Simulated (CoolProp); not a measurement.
Propyne along the isobar 31.2 bar: Z from the reference equation and from simpler models built on Tc = 402.7 K, pc = 56.58 bar, ω = 0.204; each cubic takes its own stable root.

Model: reference Helmholtz-energy equation of state, Polt 1992, in CoolProp. This equation is an older, rougher fit.

```csv
T (K),phase,reference,Pitzer virial,van der Waals,Redlich-Kwong,Soave-Redlich-Kwong,Peng-Robinson
380.7,gas,0.7028,0.7697,0.7651,0.7252,0.7168,0.6962
394,gas,0.7518,0.7948,0.7904,0.7612,0.7585,0.7386
407.3,gas,0.7869,0.8165,0.8114,0.7899,0.7911,0.7719
420.7,gas,0.8141,0.8357,0.8294,0.8136,0.8178,0.7992
434,gas,0.8357,0.8523,0.8448,0.8334,0.8399,0.8219
447.3,gas,0.8535,0.8670,0.8582,0.8503,0.8586,0.8412
460.7,gas,0.8685,0.8800,0.8701,0.8650,0.8747,0.8579
474,gas,0.8812,0.8916,0.8805,0.8777,0.8886,0.8723
```
